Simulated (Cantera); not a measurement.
Cantera run:

```python
import numpy as np
import cantera as ct

gas_names = [...]  # 151 gases of nasa_gas.yaml made of C, H, N, O, Si
cond_names = """
    C(gr) C6H6(L) C7H8(L) C8H18(L),n-octa H2O(s) H2O(L) Si(cr) Si(L) SiC(b) SiO2(Lqz) SiO2(hqz) SiO2(L)
    Si2N2O(s) Si3N4(a)
""".split()


# ... load() reads the species with a 1 bar reference pressure and builds the phases ...
atoms = {
    'SiO2': {'Si': 1, 'O': 2},
    'CH4': {'C': 1, 'H': 4},
    'N2': {'N': 2},
}
top_T = {'C(gr)': 4500, 'SiC(b)': 3050, 'Si2N2O(s)': 2100, 'Si3N4(a)': 2400}  # K; cautious upper limits of use, not melting points


# ... equilibrate(T, P, feed) seeds the gas with the atoms and calls Mixture.equilibrate('TP', solver="vcs", rtol=1e-11, max_steps=5000) ...
results = []
feed = {'SiO2': 1, 'CH4': 1, 'N2': 8.5}  # mol
P = 94000  # Pa
for T in [1998, 2073, 2148, 2223, 2298, 2373, 2448, 2523, 2598]:
    mix = equilibrate(T, P, feed)
    results.append((T, P, feed, dict(zip(mix.species_names, mix.species_moles))))
    x = sorted(zip(gas.X, gas.species_names), reverse=True)
    print(f"T = {T:g} K  P = {P:g} Pa  gas = {mix.phase_moles(0):.4g} mol")
    print("   x: " + "  ".join(f"{s} {v:.3e}" for v, s in x if v > 0.001))
    print("   condensed (mol): " + ("  ".join(f"{mix.phase(i).name} {mix.phase_moles(i):.4g}"
          for i in range(1, mix.n_phases) if mix.phase_moles(i) > 1e-12) or "none"))
```

Output:

```
T = 1998 K  P = 94000 Pa  gas = 12.04 mol
   x: N2 6.962e-01  H2 1.655e-01  CO 8.299e-02  SiO 5.432e-02
   condensed (mol): SiO2(L) 0.1136  Si2N2O(s) 0.1162
T = 2073 K  P = 94000 Pa  gas = 12.51 mol
   x: N2 6.796e-01  H2 1.593e-01  SiO 7.995e-02  CO 7.987e-02  H 1.083e-03
   condensed (mol): none
T = 2148 K  P = 94000 Pa  gas = 12.51 mol
   x: N2 6.794e-01  H2 1.589e-01  SiO 7.992e-02  CO 7.985e-02  H 1.714e-03
   condensed (mol): none
T = 2223 K  P = 94000 Pa  gas = 12.52 mol
   x: N2 6.791e-01  H2 1.583e-01  SiO 7.987e-02  CO 7.982e-02  H 2.629e-03
   condensed (mol): none
T = 2298 K  P = 94000 Pa  gas = 12.52 mol
   x: N2 6.787e-01  H2 1.576e-01  SiO 7.980e-02  CO 7.977e-02  H 3.922e-03
   condensed (mol): none
T = 2373 K  P = 94000 Pa  gas = 12.53 mol
   x: N2 6.781e-01  H2 1.565e-01  CO 7.971e-02  SiO 7.971e-02  H 5.699e-03
   condensed (mol): none
T = 2448 K  P = 94000 Pa  gas = 12.55 mol
   x: N2 6.773e-01  H2 1.551e-01  CO 7.962e-02  SiO 7.958e-02  H 8.088e-03
   condensed (mol): none
T = 2523 K  P = 94000 Pa  gas = 12.57 mol
   x: N2 6.762e-01  H2 1.533e-01  CO 7.950e-02  SiO 7.943e-02  H 1.122e-02
   condensed (mol): none
T = 2598 K  P = 94000 Pa  gas = 12.6 mol
   x: N2 6.748e-01  H2 1.509e-01  CO 7.934e-02  SiO 7.923e-02  H 1.526e-02
   condensed (mol): none
```

Equilibrium computed with Cantera from the NASA thermochemical tables; the gas is ideal and each condensed phase is pure. Mutual solubility and eutectic melting of coexisting phases are not modelled. The tables hold silica as quartz up to 1696 K and as liquid above; real silica turns to tridymite and cristobalite and melts near 1996 K.
